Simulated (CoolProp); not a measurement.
Model: reference Helmholtz-energy equation of state, Gao 2020, in CoolProp.

Task: Give the vapour pressure (MPa), liquid density (kg/m³), vapour density (kg/m³), enthalpy of vaporisation (kJ/kg) of saturated ammonia at 228.1, 235.7 K.

Result: 
```tsv
T (K)	p (MPa)	liquid density (kg/m³)	vapour density (kg/m³)	enthalpy of vaporisation (kJ/kg)
228.1	0.0543	696	0.497	1400
235.7	0.0820	687	0.730	1380
```
